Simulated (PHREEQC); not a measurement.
A solution holds 0.000192 mol/kgw NaHS and 0.12 mol/kgw FeCl2, at 25 °C. Closed to the air; pH follows from the charge balance.

Computed with PHREEQC (ion-association model, wateq4f.dat).

Question: The ionic strength comes out as 0.341 mol/kgw. What activity coefficients do H+, HS-, FeOH+, FeCl+, Na+ get?

Answer: H+ 0.78, HS- 0.66, FeOH+ 0.70, FeCl+ 0.70, Na+ 0.72.

Precipitation was switched off in this run. The solution is supersaturated, for example in Mackinawite, FeS(ppt), so a real one may precipitate; this is no full list. The polysulfide entries of wateq4f.dat were taken out for this run.
